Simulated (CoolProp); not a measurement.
Sulfur dioxide along the isobar 6660 kPa: Z from the reference equation and from simpler models built on Tc = 430.6 K, pc = 7887 kPa, ω = 0.256; each cubic takes its own stable root.

The numbers come from the reference Helmholtz-energy equation of state, Gao 2016 in CoolProp.

```csv
T (K),phase,reference
244.1,liquid,0.1384
266.7,liquid,0.1316
289.2,liquid,0.1264
311.8,liquid,0.1226
334.4,liquid,0.1203
357,liquid,0.1197
379.6,liquid,0.1215
402.2,liquid,0.1284
424.8,gas,0.5353
447.4,gas,0.6762
469.9,gas,0.7491
```

**Question.** How far does each simpler model (van der Waals, Peng-Robinson) lie from the reference over these 11 states: mean and median of the absolute difference, and the worst?

**Answer.** 
- van der Waals: mean 49.6 %, median 64.9 %, worst +68.2 % at 244.1 K and 6660 kPa
- Peng-Robinson: mean 1.7 %, median 1.4 %, worst +5.8 % at 402.2 K and 6660 kPa
